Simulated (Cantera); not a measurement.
A closed system holds: 1 mol MgF2, 0.18 mol O2, 41 mol N2, at 1000 Pa.

Cantera equilibrium calculation (NASA polynomials, part measured and part estimated; ideal gas, pure solids and liquids). Candidate condensed phases: Mg, MgF2, MgO; 24 gas species. The numbers say what is thermodynamically allowed, not how fast it happens.

Problem. At 1375 K, list the 4 most abundant gas species with their mole fractions, and the condensed phases.

Solution. N2 0.995, O2 0.00432, MgF2 0.000366, NO 0.000101. Condensed: MgF2(s).
